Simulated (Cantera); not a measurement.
Mixture: CH3OH : O2 : N2 = 1 : 2.73 : 15.5 (molar parts), equivalence ratio 0.55, at 10.0 bar, adiabatic and at constant volume. Ignition delay is the time to a rise of 400 K.

Cantera simulation using GRI-Mech 3.0 (53 species, 325 reactions); the numbers are that mechanism's predictions, not measurements. GRI-Mech 3.0 was tuned for natural gas; its chemistry of methanol as a main component is partial and can be far from experiment.

### Question
What does this change do: pressure from 10.0 bar to 1.40 bar?

### Answer
```
quantity                                                before       after
--------------------------------------------------  ----------  ----------
delay at 1173 K                                        2.96 ms     13.9 ms
delay at 1323 K                                       0.293 ms     1.47 ms
delay at 1473 K                                        52.3 µs    0.279 ms
delay at 1623 K                                        14.4 µs     80.4 µs
delay at 1773 K                                        5.21 µs     30.3 µs
apparent activation energy between 1623 and 1773 K  160 kJ/mol  160 kJ/mol
```

### Question
What does this change do: pressure from 10.0 bar to 36.0 bar?

### Answer
```
quantity                                                before       after
--------------------------------------------------  ----------  ----------
delay at 1173 K                                        2.96 ms     1.28 ms
delay at 1323 K                                       0.293 ms    0.122 ms
delay at 1473 K                                        52.3 µs     20.8 µs
delay at 1623 K                                        14.4 µs     5.48 µs
delay at 1773 K                                        5.21 µs     1.91 µs
apparent activation energy between 1623 and 1773 K  160 kJ/mol  170 kJ/mol
```
The pressure lies above the range GRI-Mech 3.0 was tuned for (to about 10 atm).
